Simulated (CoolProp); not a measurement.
Aqueous lithium chloride as a coolant, at 38 °C, 1 atm.

Values from CoolProp's Melinder's fits for secondary coolants.

```csv
mass %,freezing point (°C),Prandtl number,cp (kJ/(kg K)),conductivity (W/(m K)),density (kg/m³)
4.2,-4.1,5.08,3.962,?,1017
5.7,-6.0,?,3.890,0.612,1026
7.2,-8.0,5.49,3.823,0.608,1034
8.8,-10.3,5.74,3.754,0.604,1044
10.3,-12.7,6.00,3.693,0.600,1052
11.9,-15.8,6.31,3.631,0.596,1061
13.4,-19.4,?,3.576,0.592,1070
15,-23.9,7.05,3.520,0.588,1080
16.5,-29.0,7.47,3.470,0.585,1088
18,-34.9,7.94,3.423,0.581,1097
19.6,-42.0,8.50,3.376,0.578,1107
```

Problem. What belongs in the gaps?

Solution. 
- 4.2, conductivity (W/(m K)): 0.616
- 5.7, Prandtl number: 5.28
- 13.4, Prandtl number: 6.65
